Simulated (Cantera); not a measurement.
# Equilibrium for silicon carbide growth: Si(CH3)4 + C3H8 + H2

Input: 1 mol Si(CH3)4, 0.2 mol C3H8, 48 mol H2, at 2500 K and 0.980 bar.

Equilibrium computed with Cantera from the NASA thermochemical tables; the gas is ideal and each condensed phase is pure. Candidate condensed phases: C, C6H6, C7H8, C8H18, Si, SiC; 87 gas species. Gases not in the tables: Si2H6 and higher silanes. Rates play no part.

| Quantity | Value |
|---|---|
| x(H2) | 0.962 |
| x(H) | 0.0249 |
| x(C2H2 (acetylene)) | 0.0104 |
| x(Si) | 0.00116 |
| x(SiC2) | 0.000301 |
| x(SiH) | 0.000298 |
| x(SiH2) | 0.000236 |
| x(Si2C) | 0.000166 |
| x(CH4) | 0.000136 |
| n(C(graphite)) | 2.50 mol |
| n(SiC(s)) | 0.870 mol |
| gas amount | 55.58 mol |
| log10 activity of Si(l) (absent) | -0.62 |
